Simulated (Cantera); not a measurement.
Cantera run:

```python
import numpy as np
import cantera as ct

gas_names = [...]  # 109 gases of nasa_gas.yaml made of C, Cl, H, Si
cond_names = """
    C(gr) C6H6(L) C7H8(L) C8H18(L),n-octa Si(cr) Si(L) SiC(b)
""".split()


# ... load() reads the species with a 1 bar reference pressure and builds the phases ...
atoms = {
    'SiH2Cl2': {'Si': 1, 'H': 2, 'CL': 2},
    'CH4': {'C': 1, 'H': 4},
    'H2': {'H': 2},
}
top_T = {'C(gr)': 4500, 'SiC(b)': 3050}  # K; cautious upper limits of use, not melting points


# ... equilibrate(T, P, feed) seeds the gas with the atoms and calls Mixture.equilibrate('TP', solver="vcs", rtol=1e-11, max_steps=5000) ...
results = []
T = 1873.15  # K
P = 10000  # Pa
for m in [0.03, 0.048, 0.076, 0.12, 0.19, 0.31, 0.49, 0.78, 1.2, 2]:
    feed = {'SiH2Cl2': 1, 'CH4': m, 'H2': 94}  # mol
    mix = equilibrate(T, P, feed)
    results.append((T, P, feed, dict(zip(mix.species_names, mix.species_moles))))

top = {s: max(r[3][s] / sum(r[3][g] for g in gas_names) for r in results) for s in gas_names}
cols = sorted((s for s in top if top[s] > 1e-06), key=lambda s: -top[s])[:8]
seen = [c for c in cond_names if any(r[3].get(c, 0) > 1e-12 for r in results)]
print("log10 of partial pressures in bar; condensed amounts in mol")
print(f"{'n(CH4)':>10s}" + "".join(f"{s[:9]:>10s}" for s in cols + seen))
for T, P, feed, n in results:
    ng = sum(n[g] for g in gas_names)
    print(f"{feed['CH4']:10.4g}" + "".join(f"{np.log10(max(n[s] / ng * P / 1e5, 1e-99)):10.3f}" for s in cols)
          + "".join(f"{n.get(c, 0):10.4g}" for c in seen))
```

Output:

```
log10 of partial pressures in bar; condensed amounts in mol
    n(CH4)        H2       HCL         H     SiCL2 C2H2,acet        Si       CH4      SiH2     C(gr)     Si(L)    SiC(b)
      0.03    -1.010    -2.728    -3.694    -3.998    -7.472    -5.054    -6.713    -5.319         0    0.8546   0.02961
     0.048    -1.010    -2.728    -3.694    -3.999    -7.472    -5.054    -6.713    -5.319         0    0.8366   0.04761
     0.076    -1.010    -2.728    -3.694    -3.999    -7.472    -5.054    -6.713    -5.319         0    0.8087   0.07561
      0.12    -1.010    -2.728    -3.694    -4.000    -7.472    -5.054    -6.713    -5.319         0    0.7647    0.1196
      0.19    -1.010    -2.729    -3.694    -4.001    -7.472    -5.054    -6.713    -5.319         0    0.6948    0.1896
      0.31    -1.010    -2.730    -3.694    -4.003    -7.472    -5.054    -6.713    -5.319         0     0.575    0.3096
      0.49    -1.010    -2.731    -3.694    -4.006    -7.472    -5.054    -6.713    -5.319         0    0.3952    0.4896
      0.78    -1.010    -2.734    -3.694    -4.011    -7.472    -5.054    -6.713    -5.318         0    0.1056    0.7796
       1.2    -1.010    -2.695    -3.695    -5.411    -4.515    -6.532    -5.235    -6.798    0.1382         0    0.9955
         2    -1.010    -2.702    -3.695    -5.425    -4.515    -6.532    -5.235    -6.797    0.9371         0    0.9956
```

These are equilibrium values from Cantera (NASA tables, ideal gas, pure condensed phases), not measurements of a reactor. Mutual solubility and eutectic melting of coexisting phases are not modelled. The tables' values for SiCl are old estimates; treat these amounts as uncertain. Gases not in the tables: Si2H6 and higher silanes.
